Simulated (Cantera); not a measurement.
## Thermodynamics of silicon carbide growth, feed (CH3)2SiCl2 + C2H4 + H2

Input: 1 mol (CH3)2SiCl2, 0.5 mol C2H4, 1.2 mol H2, held at 1.33 mbar.

Equilibrium computed with Cantera from the NASA thermochemical tables; the gas is ideal and each condensed phase is pure. Candidate condensed phases: C, C6H6, C7H8, C8H18, Si, SiC; 109 gas species. The feed counts by its element totals alone. The tables' values for SiCl, SiCl3 are old estimates; treat these amounts as uncertain. Gases not in the tables: Si2H6 and higher silanes. The numbers say what is thermodynamically allowed, not how fast it happens.

From 1702 °C to 2002 °C the condensed part is C(graphite) + SiC(s). At 2052 °C the condensed part is C(graphite). The main Si-bearing gas is SiCl2 at 1702 °C and Si at 2052 °C. The share of Si in condensed phases is highest at 1702 °C (89.8 %) and lowest at 2052 °C (0.0 %).

| T (°C) | x H2 | x HCl | x H | x Si | x Cl | x SiCl2 | x SiC2 | n C(graphite) | n SiC(s) |
|---|---|---|---|---|---|---|---|---|---|
| 1702 | 0.666 | 0.277 | 0.0306 | 0.00121 | 0.00950 | 0.0142 | 4.45e-5 | 2.10 | 0.898 |
| 1752 | 0.657 | 0.268 | 0.0427 | 0.00262 | 0.0129 | 0.0153 | 0.000122 | 2.11 | 0.878 |
| 1802 | 0.643 | 0.257 | 0.0585 | 0.00547 | 0.0173 | 0.0162 | 0.000317 | 2.14 | 0.845 |
| 1852 | 0.623 | 0.244 | 0.0785 | 0.0110 | 0.0225 | 0.0168 | 0.000788 | 2.18 | 0.788 |
| 1902 | 0.595 | 0.227 | 0.103 | 0.0215 | 0.0287 | 0.0170 | 0.00188 | 2.26 | 0.684 |
| 1952 | 0.555 | 0.206 | 0.132 | 0.0407 | 0.0356 | 0.0166 | 0.00429 | 2.41 | 0.484 |
| 2002 | 0.499 | 0.179 | 0.164 | 0.0748 | 0.0426 | 0.0154 | 0.00946 | 2.70 | 0.0852 |
| 2052 | 0.455 | 0.167 | 0.203 | 0.0844 | 0.0537 | 0.0102 | 0.0127 | 2.72 | 0 |
x: gas mole fraction; n: condensed amount in mol.
